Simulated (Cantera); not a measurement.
Input: 1 mol TEOS, 12 mol CO₂, 87 mol H₂, at 427 °C and 1.00 bar.

Method: chemical equilibrium by Gibbs-energy minimisation in Cantera with the NASA 1993 tables (ideal gas, pure condensed phases). Candidate condensed phases: C, C₆H₆, C₇H₈, C₈H₁₈, H₂O, Si, SiC, SiO₂; 123 gas species. The feed counts by its element totals alone. The numbers say what is thermodynamically allowed, not how fast it happens.

Base state: H₂ 0.411, H₂O 0.330, CH₄ 0.255, CO₂ 0.00252, CO 0.000333 (mole fractions); condensed: SiO₂(α-quartz).

### Question
What changes in the equilibrium state with this change: temperature from 427 °C to 1225 °C?

### Answer
| species | before | after |
|---|---|---|
| H₂ | 0.411 | 0.782 |
| CO | 0.000333 | 0.167 |
| H₂O | 0.330 | 0.0474 |
| CH₄ | 0.255 | 7.61e-6 |
| H | <1e-9 | 1.52e-5 |
| CO₂ | 0.00252 | 0.00392 |
| SiO₂(α-quartz), mol | 1.00 | 0 |
| SiO₂(β-quartz), mol | 0 | 1.000 |
The tables hold silica as quartz up to 1696 K and as liquid above; real silica turns to tridymite and cristobalite and melts near 1996 K. Gases not in the tables: Si(OH)₄.

### Question
What changes in the equilibrium state with this change: temperature from 427 °C to 1650 °C?

### Answer
```
species                 before     after
--------------------  --------  --------
H₂                       0.411     0.779
CO                    0.000333     0.168
H₂O                      0.330    0.0491
CH₄                      0.255   1.37e-7
SiO                      <1e-9  0.000326
H                        <1e-9  0.000831
CO₂                    0.00252   0.00247
SiO₂(α-quartz), mol       1.00         0
SiO₂(condensed), mol         0     0.962
```
The tables hold silica as quartz up to 1696 K and as liquid above; real silica turns to tridymite and cristobalite and melts near 1996 K. Gases not in the tables: Si(OH)₄.
